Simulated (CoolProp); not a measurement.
Vapour-liquid equilibrium of carbon dioxide (1) + R123 (2) at -16.95 °C; x and y are mole fractions of (1).

Values from CoolProp's multi-fluid Helmholtz-energy mixture model, Span 1996 and Younglove 1994; pair parameters Bell 2016.

| x | bubble pressure, mixture model (kPa) | bubble pressure, Raoult's law (kPa) | y, mixture model | y, Raoult's law |
|---|---|---|---|---|
| 0.05 | 92.48 | 121.5 | 0.850 | 0.889 |
| 0.125 | 205.2 | 282.5 | 0.935 | 0.956 |
| 0.2 | 318.0 | 443.6 | 0.960 | 0.974 |
| 0.275 | 435.7 | 604.6 | 0.972 | 0.983 |
| 0.35 | 562.3 | 765.7 | 0.980 | 0.988 |
| 0.425 | 700.5 | 926.7 | 0.985 | 0.991 |
| 0.5 | 852.5 | 1088 | 0.989 | 0.993 |
| 0.575 | 1019 | 1249 | 0.992 | 0.995 |
| 0.65 | 1200 | 1410 | 0.994 | 0.996 |
| 0.725 | 1394 | 1571 | 0.996 | 0.998 |
| 0.8 | 1597 | 1732 | 0.997 | 0.998 |
| 0.875 | 1806 | 1893 | 0.998 | 0.999 |
| 0.95 | 2018 | 2054 | 0.999 | 1.000 |

The largest gap from Raoult's law is -28.3 % in bubble pressure, at x = 0.2. No azeotrope shows between x = 0.05 and 0.95.

Pair parameters are fitted to limited data, so mixtures are less certain than the pure fluids.
